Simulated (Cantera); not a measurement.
Hydrogen reduction and annealing atmospheres: PbO + H2

Feed: 1 mol PbO, 280 mol H2, held at 10.0 mbar.

Cantera equilibrium calculation (NASA polynomials, part measured and part estimated; ideal gas, pure solids and liquids). Candidate condensed phases: H2O, Pb, PbO, PbO2, Pb3O4; 12 gas species. Rates play no part.

```
T (°C)  log p H2  log p H2O  log p Pb  log p H  n Pb(l)
------  --------  ---------  --------  -------  -------
475        -2.00      -4.45     -8.06   -13.54    1.000
500        -2.00      -4.45     -7.64   -13.04    0.999
525        -2.00      -4.45     -7.24   -12.58    0.998
550        -2.00      -4.45     -6.87   -12.14    0.996
575        -2.00      -4.45     -6.52   -11.72    0.992
600        -2.00      -4.45     -6.20   -11.33    0.982
625        -2.00      -4.45     -5.89   -10.96    0.964
650        -2.00      -4.45     -5.60   -10.61    0.929
675        -2.00      -4.45     -5.32   -10.28    0.866
700        -2.00      -4.45     -5.06    -9.97    0.755
725        -2.00      -4.45     -4.81    -9.67    0.566
750        -2.00      -4.45     -4.57    -9.38    0.251
775        -2.00      -4.45     -4.45    -9.11        0
800        -2.00      -4.45     -4.45    -8.86        0
```
log p: log10 of the partial pressure in bar; n: condensed amount in mol.

From 475 °C to 750 °C the condensed part is Pb(l). From 775 °C to 800 °C nothing is condensed. The main Pb-bearing gas is Pb throughout.
